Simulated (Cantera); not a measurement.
A Cantera script and what it prints.

```python
import numpy as np
import cantera as ct

gas_names = """
    C CH CH2 CH3 CH2OH CH3O CH4 CH3OH CO CO2 COOH C2 C2H CHCO,ketyl C2H2,acetylene C2H2,vinylidene
    CH2CO,ketene C2H3,vinyl CH3CO,acetyl C2H4 C2H4O,ethylen CH3CHO,ethanal CH3COOH (HCOOH)2 C2H5 C2H6
    CH3OCH3 C2H5OH C2O C3 C3H3,propargyl C3H4,allene C3H4,propyne C3H4,cyclo- C3H5,allyl C3H6,propylene
    C3H6,cyclo- C3H6O C3H7,n-propyl C3H7,i-propyl C3H8 C3H8O,1propanol C3H8O,2propanol C3O2 C4 C4H2
    C4H4,1,3-cyclo- C4H6,butadiene C4H6,2-butyne C4H6,cyclo- C4H8,1-butene C4H8,cis2-buten
    C4H8,tr2-butene C4H8,isobutene C4H8,cyclo- (CH3COOH)2 C4H9,n-butyl C4H9,i-butyl C4H9,s-butyl
    C4H9,t-butyl C4H10,isobutane C4H10,n-butane C5 C5H6,1,3cyclo- C5H8,cyclo- C5H10,1-pentene
    C5H10,cyclo- C5H11,pentyl C5H11,t-pentyl C5H12,n-pentane C5H12,i-pentane CH3C(CH3)2CH3 C6H2
    C6H5,phenyl C6H5O,phenoxy C6H6 C6H5OH,phenol C6H10,cyclo- C6H12,1-hexene C6H12,cyclo- C6H13,n-hexyl
    C7H7,benzyl C7H8 C7H8O,cresol C7H14,1-heptene C7H15,n-heptyl C7H16,n-heptane C8H8,styrene
    C8H10,ethylbenz C8H16,1-octene C8H17,n-octyl C8H18,isooctane C8H18,n-octane C9H19,n-nonyl
    C10H8,naphthale C10H21,n-decyl C12H9,o-bipheny C12H10,bipheny H HCO HO2 H2 HCHO,formaldehy HCOOH H2O
    H2O2 O OH O2 O3 Pb PbO Pb2
""".split()
cond_names = """
    C(gr) C6H6(L) C7H8(L) C8H18(L),n-octa H2O(s) H2O(L) Pb(cr) Pb(L) PbO(rd) PbO(yw) PbO(L) PbO2(s)
    Pb3O4(s)
""".split()


def load(file, names, dense=False):
    # The tables refer to 1 bar. Condensed volumes are neglected.
    table = {s.name: s for s in ct.Species.list_from_file(file)}
    out = []
    for n in names:
        d = dict(table[n].input_data)
        d["thermo"] = dict(d["thermo"], **{"reference-pressure": 1e5})
        if dense:
            d["equation-of-state"] = {"model": "constant-volume", "density": "1e6 g/cm^3"}
        out.append(ct.Species.from_dict(d))
    return out


gas = ct.Solution(thermo="ideal-gas", species=load("nasa_gas.yaml", gas_names))
cond = {s.name: ct.Solution(thermo="fixed-stoichiometry", species=[s], name=s.name)
        for s in load("nasa_condensed.yaml", cond_names, dense=True)}
atoms = {
    'PbO': {'Pb': 1, 'O': 1},
    'CO': {'C': 1, 'O': 1},
    'H2': {'H': 2},
    'O2': {'O': 2},
    'H2O': {'H': 2, 'O': 1},
}
top_T = {'C(gr)': 4500, 'Pb3O4(s)': 820}  # K; cautious upper limits of use, not melting points


def equilibrate(T, P, feed):
    n = {}
    for name, mol in feed.items():
        for a, k in atoms[name].items():
            n[a] = n.get(a, 0.0) + k * mol
    gas.TPX = T, P, n
    mass = sum(n.values()) * gas.mean_molecular_weight
    gas.equilibrate("TP")
    valid = [c for c in cond.values() if c.min_temp <= T <= top_T.get(c.name, c.max_temp)]
    mix = ct.Mixture([(gas, mass / gas.mean_molecular_weight)] + [(c, 0.0) for c in valid])
    mix.T, mix.P = T, P
    mix.equilibrate("TP", solver="vcs", rtol=1e-11, max_steps=5000)
    return mix


results = []
feed = {'PbO': 1, 'CO': 0.13, 'H2': 73, 'O2': 0.13, 'H2O': 0.98}  # mol
P = 360000  # Pa
for T in [700, 775, 850, 925, 1000, 1075, 1150, 1225, 1300, 1375, 1450, 1525]:
    mix = equilibrate(T, P, feed)
    results.append((T, P, feed, dict(zip(mix.species_names, mix.species_moles))))
    x = sorted(zip(gas.X, gas.species_names), reverse=True)
    print(f"T = {T:g} K  P = {P:g} Pa  gas = {mix.phase_moles(0):.4g} mol")
    print("   x: " + "  ".join(f"{s} {v:.3e}" for v, s in x if v > 1e-05))
    print("   condensed (mol): " + ("  ".join(f"{mix.phase(i).name} {mix.phase_moles(i):.4g}"
          for i in range(1, mix.n_phases) if mix.phase_moles(i) > 1e-12) or "none"))
```

Output:

```
T = 700 K  P = 360000 Pa  gas = 73.85 mol
   x: H2 9.661e-01  H2O 3.209e-02  CH4 1.760e-03
   condensed (mol): Pb(L) 1
T = 775 K  P = 360000 Pa  gas = 73.85 mol
   x: H2 9.661e-01  H2O 3.209e-02  CH4 1.760e-03
   condensed (mol): Pb(L) 1
T = 850 K  P = 360000 Pa  gas = 73.85 mol
   x: H2 9.661e-01  H2O 3.209e-02  CH4 1.759e-03
   condensed (mol): Pb(L) 1
T = 925 K  P = 360000 Pa  gas = 73.85 mol
   x: H2 9.662e-01  H2O 3.207e-02  CH4 1.745e-03  CO 1.420e-05
   condensed (mol): Pb(L) 0.9999
T = 1000 K  P = 360000 Pa  gas = 73.87 mol
   x: H2 9.663e-01  H2O 3.195e-02  CH4 1.636e-03  CO 1.185e-04
   condensed (mol): Pb(L) 0.9997
T = 1075 K  P = 360000 Pa  gas = 73.94 mol
   x: H2 9.668e-01  H2O 3.146e-02  CH4 1.182e-03  CO 5.570e-04  Pb 2.109e-05  CO2 1.949e-05
   condensed (mol): Pb(L) 0.9984
T = 1150 K  P = 360000 Pa  gas = 74.04 mol
   x: H2 9.674e-01  H2O 3.073e-02  CO 1.214e-03  CH4 5.090e-04  Pb 8.048e-05  CO2 3.245e-05
   condensed (mol): Pb(L) 0.994
T = 1225 K  P = 360000 Pa  gas = 74.11 mol
   x: H2 9.676e-01  H2O 3.035e-02  CO 1.565e-03  Pb 2.596e-04  CH4 1.563e-04  CO2 3.342e-05
   condensed (mol): Pb(L) 0.9808
T = 1300 K  P = 360000 Pa  gas = 74.16 mol
   x: H2 9.673e-01  H2O 3.022e-02  CO 1.677e-03  Pb 7.290e-04  CH4 4.665e-05  CO2 2.972e-05
   condensed (mol): Pb(L) 0.9459
T = 1375 K  P = 360000 Pa  gas = 74.24 mol
   x: H2 9.663e-01  H2O 3.016e-02  Pb 1.824e-03  CO 1.710e-03  CO2 2.581e-05  CH4 1.518e-05
   condensed (mol): Pb(L) 0.8646
T = 1450 K  P = 360000 Pa  gas = 74.42 mol
   x: H2 9.640e-01  H2O 3.008e-02  Pb 4.139e-03  CO 1.719e-03  CO2 2.255e-05
   condensed (mol): Pb(L) 0.6918
T = 1525 K  P = 360000 Pa  gas = 74.76 mol
   x: H2 9.597e-01  H2O 2.995e-02  Pb 8.647e-03  CO 1.717e-03  CO2 1.990e-05  H 1.221e-05
   condensed (mol): Pb(L) 0.353
```

Cantera equilibrium calculation (NASA polynomials, part measured and part estimated; ideal gas, pure solids and liquids).
